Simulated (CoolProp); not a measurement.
Properties of decamethylcyclopentasiloxane (D5) along the isotherm 346.85 °C.

Computed with CoolProp (reference Helmholtz-energy equation of state, Thol 2019).

| p (MPa) | phase | density (kg/m³) | speed of sound (m/s) | Joule-Thomson coefficient (K/MPa) | fugacity coefficient |
|---|---|---|---|---|---|
| 0.207 | gas | 16.03 | 110.3 | 10.04 | 0.9329 |
| 0.414 | gas | 35.07 | 100.5 | 11.63 | 0.8671 |
| 0.622 | gas | 59.15 | 88.57 | 14.18 | 0.8017 |
| 0.829 | gas | 92.93 | 73.02 | 19.17 | 0.7364 |
| 1.04 | gas | 163.1 | 47.35 | 37.31 | 0.6671 |
| 1.24 | supercritical | 441.2 | 73.27 | 8.640 | 0.5869 |
| 1.45 | supercritical | 478.0 | 101.2 | 4.436 | 0.5186 |
| 1.66 | supercritical | 499.1 | 120.6 | 3.043 | 0.4672 |
| 1.87 | supercritical | 514.3 | 136.4 | 2.314 | 0.4273 |
| 2.07 | supercritical | 525.9 | 149.3 | 1.876 | 0.3968 |
| 2.28 | supercritical | 536.0 | 161.4 | 1.555 | 0.3707 |
| 2.49 | supercritical | 544.7 | 172.3 | 1.318 | 0.3490 |
| 2.69 | supercritical | 551.9 | 181.9 | 1.143 | 0.3317 |
